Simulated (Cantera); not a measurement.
A Cantera script and its output.

```python
import numpy as np
import cantera as ct

gas = ct.Solution("gri30.yaml", transport_model="mixture-averaged")
show = ['NO', 'OH', 'CH4']

rows = []
print(f"{'T/K':>7s}{'rho':>11s}{'cp':>10s}{'mu':>11s}{'lambda':>11s}{'Pr':>7s}" + "".join(f"{'D_' + s:>11s}" for s in show))
for T in [400, 650, 900, 1150, 1400, 1650, 1900]:
    gas.TPX = T, 13332, {'C2H2': 0.68, 'H2O': 0.26, 'CH4': 0.36}
    Pr = gas.cp_mass * gas.viscosity / gas.thermal_conductivity
    D = [gas.mix_diff_coeffs_mole[gas.species_index(s)] for s in show]
    rows.append([gas.density, gas.cp_mass, gas.viscosity, gas.thermal_conductivity, Pr, *D])
    print(f"{T:7g}{gas.density:11.4e}{gas.cp_mass:10.1f}{gas.viscosity:11.4e}"
          f"{gas.thermal_conductivity:11.4e}{Pr:7.3f}" + "".join(f"{d:11.4e}" for d in D))
print("SI units: kg/m3, J/kg/K, Pa s, W/m/K, m2/s")
```

Result:

```
    T/K        rho        cp         mu     lambda     Pr       D_NO       D_OH      D_CH4
    400 8.6850e-02    2048.0 1.3902e-05 3.9645e-02  0.718 2.4073e-04 3.6759e-04 2.4464e-04
    650 5.3446e-02    2491.4 2.0835e-05 7.1947e-02  0.721 5.6453e-04 8.5485e-04 5.8570e-04
    900 3.8600e-02    2837.2 2.6781e-05 1.0545e-01  0.721 9.8449e-04 1.4854e-03 1.0311e-03
   1150 3.0209e-02    3125.7 3.2090e-05 1.3878e-01  0.723 1.4889e-03 2.2422e-03 1.5670e-03
   1400 2.4814e-02    3351.8 3.6946e-05 1.7127e-01  0.723 2.0702e-03 3.1144e-03 2.1850e-03
   1650 2.1055e-02    3529.5 4.1460e-05 2.0259e-01  0.722 2.7232e-03 4.0941e-03 2.8792e-03
   1900 1.8284e-02    3669.3 4.5706e-05 2.3259e-01  0.721 3.4439e-03 5.1756e-03 3.6452e-03
SI units: kg/m3, J/kg/K, Pa s, W/m/K, m2/s
```

Model: GRI-Mech 3.0 (53 species, 325 reactions), integrated in Cantera. Polar gases are described roughly by these parameters. The composition is frozen, though it would react at the higher temperatures.
